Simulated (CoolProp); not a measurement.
Saturation properties of trans-2-butene (Tc = 428.6 K, pc = 4.019 MPa, ω = 0.210).

Computed with CoolProp (reference Helmholtz-energy equation of state, Lemmon 2005). It is a short technical equation, of lower accuracy than the large ones.

| T (K) | p (MPa) | vapour density (kg/m³) | surface tension (mN/m) |
|---|---|---|---|
| 290.8 | 0.1844 | 4.568 | 14.0 |
| 299.7 | 0.2458 | … | 12.9 |
| 308.6 | 0.3216 | 7.743 | … |
| 317.4 | 0.4128 | … | … |
| 326.3 | 0.5236 | 12.41 | 9.76 |
| 335.2 | … | 15.48 | 8.75 |
| 344 | … | 19.12 | 7.77 |
| 352.9 | … | 23.51 | … |
| 361.8 | 1.197 | 28.77 | 5.86 |
| 370.7 | 1.436 | 35.10 | 4.94 |

Question: Some entries are withheld; supply them.

Answer: 
- 299.7, vapour density (kg/m³): 5.993
- 308.6, surface tension (mN/m): 11.8
- 317.4, vapour density (kg/m³): 9.844
- 317.4, surface tension (mN/m): 10.8
- 335.2, p (MPa): 0.6553
- 344, p (MPa): 0.8082
- 352.9, p (MPa): 0.9884
- 352.9, surface tension (mN/m): 6.80

It boils at 274.0 K under 1 atm.

Surface tension comes from a separate correlation (Mulero 2014).
